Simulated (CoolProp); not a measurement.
Saturation properties of R123.

Model: reference Helmholtz-energy equation of state, Younglove 1994, in CoolProp. It is a modified Benedict-Webb-Rubin equation, recast in Helmholtz form.

```
T (K)  p (MPa)  enthalpy of vaporisation (kJ/kg)  vapour Z
-----  -------  --------------------------------  --------
364.8   0.6490                             139.0    0.8456
367.6   0.6926                             137.4    0.8385
370.4   0.7384                             135.7    0.8313
373.2   0.7864                             134.0    0.8238
376     0.8367                             132.2    0.8161
378.8   0.8894                             130.4    0.8081
381.6   0.9445                             128.6    0.7999
384.5    1.004                             126.6    0.7912
387.3    1.064                             124.7    0.7825
390.1    1.127                             122.7    0.7736
392.9    1.193                             120.7    0.7643
```

It boils at 301.0 K under 1 atm.
